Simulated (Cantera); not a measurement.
**Equilibrium for aluminium and copper etching: Cu + HF + H2**

Feed: 1 mol Cu, 2.9 mol HF, 2.4 mol H2, held at 2600 Pa.

These are equilibrium values from Cantera (NASA tables, ideal gas, pure condensed phases), not measurements of a reactor. Candidate condensed phases: Cu, CuF2; 15 gas species. The numbers say what is thermodynamically allowed, not how fast it happens.

```csv
T (K),log p HF,log p H2,log p Cu,log p H,log p CuF,log p H2F2,log p Cu2,n Cu(s),n Cu(l)
550,-1.85,-1.93,<-13,<-13,<-13,-6.83,<-13,1.00,0
700,-1.85,-1.93,<-13,<-13,<-13,-7.44,<-13,1.00,0
850,-1.85,-1.93,<-13,-11.65,-12.53,-7.83,<-13,1.00,0
1000,-1.85,-1.93,-10.81,-9.61,-10.16,-8.10,<-13,1.00,0
1150,-1.85,-1.93,-8.54,-8.09,-8.42,-8.29,-13.35,1.000,0
1300,-1.85,-1.93,-6.80,-6.92,-7.08,-8.44,-10.89,1.000,0
1450,-1.85,-1.93,-5.46,-5.99,-6.06,-8.55,-9.02,0,0.999
```
log p: log10 of the partial pressure in bar; n: condensed amount in mol.

From 550 K to 1300 K the condensed part is Cu(s). At 1450 K the condensed part is Cu(l).
